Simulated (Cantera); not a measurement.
A perfectly stirred reactor is fed with CH₄ : CO₂ : H₂ = 1 : 0.47 : 0.18 (molar parts), at 10.0 bar; it is held at 1873 K, and followed from long to short residence time.

Computed with Cantera and GRI-Mech 3.0 (53 species, 325 reactions). GRI-Mech 3.0 stops at C3 and has no aromatics, soot or wall deposition, so with more carbon than oxygen in the feed, carbon stays in small species such as C2H2 where larger ones or solid carbon would form.

| quantity | before | after |
|---|---|---|
| x(CH₄) at τ = 0.380 s | 0.0411 | 0.0135 |
| x(CO₂) at τ = 0.380 s | 0.00223 | 0.000229 |
| x(H₂) at τ = 0.380 s | 0.562 | 0.599 |
| x(CH₂O) at τ = 0.380 s | 7.94e-7 | 7.51e-7 |
| x(C₂H₆) at τ = 0.380 s | 3.13e-5 | 4.99e-6 |
| x(CH₄) at τ = 7.80 ms | 0.0841 | 0.0281 |
| x(CO₂) at τ = 7.80 ms | 0.0284 | 0.00646 |
| x(H₂) at τ = 7.80 ms | 0.438 | 0.547 |
| x(CH₂O) at τ = 7.80 ms | 2.67e-6 | 1.45e-6 |
| x(C₂H₆) at τ = 7.80 ms | 0.000113 | 1.78e-5 |

Q: Name the change that produced these shifts.
(A) pressure from 10.0 bar to 1.40 bar
(B) CH4 1 to 0.23 parts
(C) temperature 1873 to 2075 K
(D) pressure from 10.0 bar to 1.01 bar

A: C, temperature 1873 to 2075 K
